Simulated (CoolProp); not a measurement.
Vapour-liquid equilibrium of toluene (1) + n-decane (2) at 154.05 °C; x and y are mole fractions of (1).

The numbers come from the multi-fluid Helmholtz-energy mixture model, Lemmon 2006 and Lemmon 2006; pair parameters Bell 2016 in CoolProp.

```csv
x,bubble pressure (kPa),y at the bubble point,dew pressure at overall composition x (kPa),liquid density (mol/L)
0.05,70.82,0.201,61.61,4.478
0.15,95.80,0.464,67.41,4.705
0.25,121.6,0.623,74.43,4.951
0.35,147.3,0.726,83.08,5.222
0.45,172.4,0.797,94.01,5.520
0.55,196.5,0.850,108.3,5.850
0.65,219.9,0.892,127.6,6.220
0.75,243.0,0.927,155.0,6.636
0.85,266.0,0.958,196.3,7.108
0.95,289.5,0.986,259.7,7.648
```

No azeotrope shows between x = 0.05 and 0.95.

Pair parameters are fitted to limited data, so mixtures are less certain than the pure fluids. The gap from Raoult's law changes sign with composition, which may be real or a fault of the pair parameters; it wasn't checked against measurements.
